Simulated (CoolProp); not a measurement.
Vapour-liquid equilibrium of ethane (1) + CHF3 (R23) (2) at 605 kPa; x and y are mole fractions of (1).

Computed with CoolProp (multi-fluid Helmholtz-energy mixture model, Bücker 2006 and Penoncello 2003; pair parameters Bell 2016).

Task: Give the bubble temperature and the first vapour's composition at x = 0.35, 0.45, 0.75. Is there an azeotrope?

Result: x = 0.35: 214.7 K, y = 0.513; x = 0.45: 214.5 K, y = 0.526; x = 0.75: 215.2 K, y = 0.589. y crosses x between x = 0.45 and 0.55: the model has an azeotrope there.

The pair parameters rest on a limited set of measurements; away from them the model extrapolates. With so large a gap from Raoult's law the liquid may split in two, which this calculation doesn't test in full.
